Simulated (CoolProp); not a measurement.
Fluorine along the isotherm -194.95 °C: fugacity coefficient from the reference equation and from simpler models built on Tc = -128.7 °C, pc = 52.40 bar, ω = 0.045; each cubic takes its own stable root.

Model: reference Helmholtz-energy equation of state, de Reuck 1990, in CoolProp.

| p (bar) | phase | reference |
|---|---|---|
| 1.64 | liquid | 0.2580 |
| 3.27 | liquid | 0.1302 |
| 4.91 | liquid | 0.08725 |
| 6.55 | liquid | 0.06581 |
| 8.19 | liquid | 0.05296 |
| 9.82 | liquid | 0.04444 |
| 11.5 | liquid | 0.03819 |
| 13.1 | liquid | 0.03373 |
| 14.7 | liquid | 0.03024 |
| 16.4 | liquid | 0.02728 |
| 18 | liquid | 0.02500 |
| 19.6 | liquid | 0.02310 |
| 21.3 | liquid | 0.02139 |
| 22.9 | liquid | 0.02002 |
| 24.6 | liquid | 0.01876 |
| 26.2 | liquid | 0.01772 |

**Question.** How far does each simpler model (van der Waals, Redlich-Kwong, Peng-Robinson) lie from the reference over these 16 states: mean and median of the absolute difference, and the worst?

**Answer.** 
- van der Waals: mean 445.1 %, median 455.8 %, worst +467.7 % at -194.95 °C and 26.2 bar
- Redlich-Kwong: mean 21.5 %, median 21.5 %, worst -21.6 % at -194.95 °C and 26.2 bar
- Peng-Robinson: mean 6.2 %, median 6.2 %, worst +6.7 % at -194.95 °C and 1.64 bar

At some of these states van der Waals gives the other phase, because its saturation line lies elsewhere.
